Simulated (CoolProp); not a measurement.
Carbon monoxide along the isotherm -151.85 °C: fugacity coefficient from the reference equation and from simpler models built on Tc = -140.3 °C, pc = 34.98 bar, ω = 0.050; each cubic takes its own stable root.

Values from CoolProp's reference Helmholtz-energy equation of state, Lemmon 2006. It is a short technical equation, of lower accuracy than the large ones.

| p (bar) | phase | reference |
|---|---|---|
| 5.47 | gas | 0.9326 |
| 10.9 | gas | 0.8663 |
| 16.4 | gas | 0.7986 |
| 21.9 | liquid | 0.6953 |
| 27.3 | liquid | 0.5726 |
| 32.8 | liquid | 0.4893 |
| 38.3 | liquid | 0.4301 |
| 43.7 | liquid | 0.3866 |
| 49.2 | liquid | 0.3522 |
| 54.7 | liquid | 0.3249 |
| 60.1 | liquid | 0.3030 |
| 65.6 | liquid | 0.2846 |
| 71.1 | liquid | 0.2691 |
| 76.5 | liquid | 0.2562 |
| 82 | liquid | 0.2449 |
| 87.5 | liquid | 0.2351 |

Question: How far does each simpler model (van der Waals, Redlich-Kwong, Soave-Redlich-Kwong, Peng-Robinson) lie from the reference over these 16 states: mean and median of the absolute difference, and the worst?

Answer: 
- van der Waals: mean 18.8 %, median 21.4 %, worst +29.9 % at -151.85 °C and 87.5 bar
- Redlich-Kwong: mean 1.9 %, median 2.1 %, worst +2.9 % at -151.85 °C and 87.5 bar
- Soave-Redlich-Kwong: mean 1.1 %, median 1.2 %, worst +2.0 % at -151.85 °C and 87.5 bar
- Peng-Robinson: mean 2.9 %, median 2.9 %, worst -4.3 % at -151.85 °C and 87.5 bar

At some of these states van der Waals gives the other phase, because its saturation line lies elsewhere.
